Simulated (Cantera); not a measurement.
Mixture: H2 : O2 : N2 = 1 : 0.385 : 1.45 (molar parts), equivalence ratio 1.3, at 255 Torr, adiabatic and at constant pressure. Ignition delay is the time to a rise of 400 K.

Detailed kinetics in Cantera: GRI-Mech 3.0 (53 species, 325 reactions). Where the delays flatten at high temperature, the 400 K rule measures the pace of heat release, not the induction time.

**Question.** Predict: delay at 1200 K; delay at 1275 K; delay at 1350 K; delay at 1425 K; delay at 1500 K.

**Answer.** 
```
Property            Value
---------------  --------
delay at 1200 K  0.150 ms
delay at 1275 K  0.116 ms
delay at 1350 K   97.0 µs
delay at 1425 K   87.6 µs
delay at 1500 K   84.0 µs
```
